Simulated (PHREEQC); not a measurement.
Consider water at 25 °C with 0.21 mol/kgw HCl and 0.016 mol/kgw NiCl2. Closed to the air; pH follows from the charge balance.

Computed with PHREEQC (ion-association model, wateq4f.dat).

Each row changes one thing in this solution. No solid was allowed to form.

| case | pH | Ni+2 (mol/kgw) | NiCl+ (mol/kgw) | NiCl2 (mol/kgw) |
|---|---|---|---|---|
| as made | 0.78 | 0.0129 | 0.00216 | 0.000904 |
| diluted 5-fold with water | … | 0.00302 | 0.000163 | … |
| temperature from 25 to 55 °C | 0.79 | 0.0131 | 0.00204 | 0.000822 |
| NiCl2 from 0.016 to 0.008 mol/kgw | 0.78 | … | 0.00105 | 0.000420 |
| 0.0052 mol/kgw CO2 added | 0.78 | 0.0129 | 0.00216 | 0.000904 |
| temperature from 25 to 30 °C | 0.78 | 0.0130 | … | 0.000891 |
| NiCl2 from 0.016 to 0.024 mol/kgw | 0.78 | 0.0192 | 0.00333 | 0.00145 |
| 0.057 mol/kgw CsOH added | 0.92 | 0.0129 | 0.00216 | 0.000904 |
| 0.0025 mol/kgw ZnCl2 added | 0.78 | 0.0129 | 0.00218 | 0.000924 |

### Question
Complete the blanks.

### Answer

- diluted 5-fold with water, pH: 1.45
- diluted 5-fold with water, NiCl2 (mol/kgw): 1.88e-5
- NiCl2 from 0.016 to 0.008 mol/kgw, Ni+2 (mol/kgw): 0.00653
- temperature from 25 to 30 °C, NiCl+ (mol/kgw): 0.00214

Complexes and solids missing from the database can't appear. Away from 25 °C the constants follow the database's enthalpies or fits; those with neither stay at their 25 °C values.
